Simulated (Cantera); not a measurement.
# Silicon carbide growth: Si(CH3)4 + C3H8 + H2

Charge: 1 mol Si(CH3)4, 0.0071 mol C3H8, 810 mol H2, equilibrated at 2373.15 K.

Equilibrium computed with Cantera from the NASA thermochemical tables; the gas is ideal and each condensed phase is pure. Candidate condensed phases: C, C6H6, C7H8, C8H18, Si, SiC; 87 gas species. Gases not in the tables: Si2H6 and higher silanes. Rates play no part.

From 0.00100 bar to 0.460 bar nothing is condensed. At 1.00 bar the condensed part is SiC(s). The main Si-bearing gas is Si throughout.

```
P (Pa)  log p H2  log p H  log p C2H2 (acetylene)  log p Si  log p SiH2  log p SiH  n SiC(s)
------  --------  -------  ----------------------  --------  ----------  ---------  --------
100        -3.19    -3.45                   -5.73     -6.03       -9.67      -8.12         0
220        -2.79    -3.25                   -5.35     -5.67       -8.90      -7.55         0
460        -2.43    -3.07                   -5.01     -5.33       -8.20      -7.04         0
1000       -2.06    -2.89                   -4.66     -4.99       -7.49      -6.51         0
2200       -1.70    -2.70                   -4.31     -4.64       -6.79      -5.98         0
4600       -1.37    -2.54                   -3.98     -4.33       -6.14      -5.51         0
10000      -1.02    -2.36                   -3.64     -4.02       -5.48      -5.02         0
22000      -0.67    -2.19                   -3.29     -3.72       -4.83      -4.54         0
46000      -0.35    -2.03                   -2.97     -3.46       -4.25      -4.12         0
100000     -0.01    -1.86                   -2.66     -3.30       -3.74      -3.79     0.184
```
log p: log10 of the partial pressure in bar; n: condensed amount in mol.
